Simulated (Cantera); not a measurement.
# Adiabatic ignition

An adiabatic, constant-pressure homogeneous reactor starts with 18.4 % CH₄, 2.76 % H₂, 15.9 % O₂, 59.8 % N₂, 3.13 % H₂O, equivalence ratio 2.4, at 1350 K and 670000 Pa.

Computed with Cantera and GRI-Mech 3.0 (53 species, 325 reactions).

| t (s) | T (K) | x CH₄ | x H₂ | x O₂ | x HO₂ | x H₂O₂ | x C₂H₂ |
|---|---|---|---|---|---|---|---|
| 2.00e-6 | 1350 | 0.184 | 0.0276 | 0.159 | 2.77e-7 | 8.13e-9 | <1e-12 |
| 4.80e-6 | 1350 | 0.184 | 0.0276 | 0.159 | 6.52e-7 | 3.88e-8 | <1e-12 |
| 1.15e-5 | 1350 | 0.184 | 0.0276 | 0.159 | 1.52e-6 | 1.54e-7 | <1e-12 |
| 2.76e-5 | 1350 | 0.184 | 0.0276 | 0.159 | 3.76e-6 | 5.02e-7 | <1e-12 |
| 6.62e-5 | 1350 | 0.184 | 0.0276 | 0.159 | 9.21e-6 | 1.49e-6 | 6.61e-11 |
| 0.000159 | 1355 | 0.183 | 0.0274 | 0.159 | 1.43e-5 | 2.57e-6 | 7.08e-9 |
| 0.000381 | 1373 | 0.179 | 0.0273 | 0.156 | 3.03e-5 | 6.15e-6 | 2.84e-7 |
| 0.000913 | 2244 | 0.00476 | 0.173 | 2.07e-7 | 5.58e-10 | 9.36e-10 | 0.0177 |
| 0.00219 | 2208 | 0.00123 | 0.222 | 6.81e-8 | 1.53e-10 | 3.06e-10 | 0.00170 |
| 0.00525 | 2199 | 3.60e-5 | 0.229 | 5.55e-8 | 1.22e-10 | 2.53e-10 | 1.25e-5 |
| 0.0126 | 2199 | 8.66e-9 | 0.230 | 5.57e-8 | 1.23e-10 | 2.54e-10 | 3.97e-11 |
| 0.0302 | 2199 | 8.11e-9 | 0.230 | 5.58e-8 | 1.23e-10 | 2.55e-10 | 5.03e-12 |
| 0.0725 | 2199 | 7.99e-9 | 0.230 | 5.58e-8 | 1.23e-10 | 2.55e-10 | 4.95e-12 |
| 0.174 | 2199 | 7.95e-9 | 0.230 | 5.58e-8 | 1.23e-10 | 2.55e-10 | 4.93e-12 |
| 0.417 | 2199 | 7.95e-9 | 0.230 | 5.59e-8 | 1.23e-10 | 2.55e-10 | 4.92e-12 |
| 1.00 | 2199 | 7.95e-9 | 0.230 | 5.59e-8 | 1.23e-10 | 2.55e-10 | 4.92e-12 |
x: mole fraction; the columns are a selection and need not sum to one.

- time of steepest temperature rise = 0.811 ms
- temperature at 1.00 s = 2199 K
- equilibrium temperature = 2199 K
- x(CH₄) at 1.00 s = 7.95e-9 (gas-phase equilibrium 9.04e-9)
- x(H₂) at 1.00 s = 0.230 (gas-phase equilibrium 0.230)
- x(O₂) at 1.00 s = 5.59e-8 (gas-phase equilibrium 5.59e-8)
